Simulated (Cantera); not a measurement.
Input: 1 mol MgO, 0.86 mol Cl2, 0.045 mol H2, held at 1398.15 K and 13.3 mbar.

These are equilibrium values from Cantera (NASA tables, ideal gas, pure condensed phases), not measurements of a reactor. Candidate condensed phases: H2O, Mg, MgCl2, MgO, Mg(OH)2; 22 gas species. Rates play no part.

Base state: MgCl2 0.339, Cl2 0.286, O2 0.169, Cl 0.130, HCl 0.0761, ClO 0.000174, H2O 4.25e-5 (mole fractions); condensed: MgO(s).

Task: What changes in the equilibrium state with this change: pressure from 13.3 mbar to 41.0 mbar?

Result: 
```json
[
 {"species": "Cl2", "before": "0.286", "after": "0.397"},
 {"species": "MgCl2", "before": "0.339", "after": "0.290"},
 {"species": "O2", "before": "0.169", "after": "0.145"},
 {"species": "Cl", "before": "0.130", "after": "0.0872"},
 {"species": "HCl", "before": "0.0761", "after": "0.0806"},
 {"species": "H2O", "before": "4.25e-5", "after": "5.57e-5"},
 {"species": "ClO", "before": "0.000174", "after": "0.000190"},
 {"species": "MgO(s), mol", "before": "0.600", "after": "0.677"}
]
```
